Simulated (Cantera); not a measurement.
An isothermal plug-flow reactor at 850 K and 1.18 atm (inlet), inlet velocity 0.53 m/s, active area per volume 250 1/m; feed 2.43 % CO, 1.70 % O2, 95.9 % N2, equivalence ratio 0.71.

Computed with Cantera and Deutschmann's 1995 Pt surface mechanism with GRI-Mech 3.0 gas chemistry. Catalytic surfaces can have several steady states; this one follows from the mechanism file's or the stated starting coverage. Mass transfer to the wall is taken as infinitely fast.

One state of this run: x CO = <1e-12; x O2 = 0.00491; x H2O = <1e-12; x CO2 = 0.0246; θ free Pt = 0.160; θ O* = 0.840; θ CO* = <1e-12. x: gas mole fraction; θ: surface coverage.

Which value of z (m) does it belong to?
A. 0.049
B. 0.0023
C. 0.0038
D. 0.0014

A, 0.049
